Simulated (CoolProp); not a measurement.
A single-stage vapour-compression cycle with trans-2-butene: evaporating at 263.15 K (dew point), condensing at 299.15 K (bubble point), superheat 0 K, subcooling 2 K, compressor efficiency 0.75, no pressure losses. Each further row changes one setting.

The numbers come from the reference Helmholtz-energy equation of state, Lemmon 2005 in CoolProp. It is a short technical equation, of lower accuracy than the large ones.

```tsv
case	cooling COP	pressure ratio	discharge temperature (K)	refrigerating effect (kJ/kg)	volumetric capacity (kJ/m³)
as stated	___	3.68	312.4	338	588
evaporating temperature 268.15 K	5.90	___	309.9	345	725
condensing temperature 294.15 K	5.80	___	306.2	350	608
subcooling 7 K	___	3.68	312.4	350	608
superheat 10 K	4.91	3.68	322.8	___	___
compressor efficiency 0.65	4.24	3.68	___	338	588
```

Task: Fill in the missing entries.

Result: 
- as stated, cooling COP: 4.90
- evaporating temperature 268.15 K, pressure ratio: 3.00
- condensing temperature 294.15 K, pressure ratio: 3.14
- subcooling 7 K, cooling COP: 5.06
- superheat 10 K, refrigerating effect (kJ/kg): 354
- superheat 10 K, volumetric capacity (kJ/m³): 589
- compressor efficiency 0.65, discharge temperature (K): 318.5
